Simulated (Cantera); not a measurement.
## Catalytic stagnation flow on Pt

A jet of 7.63 % CH4, 17.9 % O2, 74.5 % N2 at 300 K and 270 Torr hits a platinum plate 3.1 cm away at a mass flux of 0.026 kg/m²/s; the plate temperature is set and raised in steps from an oxygen-covered start.

Cantera simulation using Deutschmann's 1995 Pt surface mechanism with GRI-Mech 3.0 gas chemistry; the numbers are that mechanism's predictions, not measurements. Catalytic surfaces can have several steady states; this one follows from the mechanism file's or the stated starting coverage.

```csv
plate T (K),wall x CH4,wall x O2,wall x H2O,wall x OH,wall x CO,wall x CO2,θ free Pt,θ O*,θ OH*
900,0.0356,0.0915,0.0766,3.38e-8,1.17e-5,0.0505,0.148,0.848,0.00391
950,0.0191,0.0567,0.107,9.75e-8,9.17e-6,0.0708,0.228,0.767,0.00445
1000,0.0110,0.0398,0.121,2.49e-7,7.43e-6,0.0807,0.311,0.684,0.00435
1050,0.00716,0.0318,0.128,5.73e-7,6.56e-6,0.0854,0.391,0.605,0.00398
1100,0.00510,0.0276,0.132,1.21e-6,6.24e-6,0.0878,0.465,0.531,0.00354
1150,0.00388,0.0254,0.134,2.37e-6,6.29e-6,0.0891,0.534,0.463,0.00310
1200,0.00311,0.0241,0.135,4.36e-6,6.64e-6,0.0897,0.596,0.401,0.00269
1250,0.00258,0.0235,0.135,7.61e-6,7.32e-6,0.0899,0.653,0.344,0.00232
```
x: mole fraction at the wall; θ: surface coverage.
